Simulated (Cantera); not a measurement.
A freely propagating, adiabatic, planar premixed flame of CO : H2 : O2 : N2 = 1 : 0.27 : 0.698 : 2.62 (molar parts), unburnt at 525 K and 1.00 atm; unity-Lewis-number transport, grid criteria slope 0.08 and curve 0.16, no radiation.

Model: GRI-Mech 3.0 (53 species, 325 reactions), integrated in Cantera. Unity Lewis numbers drop preferential diffusion, which matters most where H2 and H carry the flame. Burning velocities carry a grid error of a few per cent, more on coarse grids.

Problem. Predict: laminar burning velocity; thermal thickness; peak x(O).

Solution. 
```
Quantity                    Result
------------------------  --------
laminar burning velocity  125 cm/s
thermal thickness         0.528 mm
peak x(O)                   0.0159
```
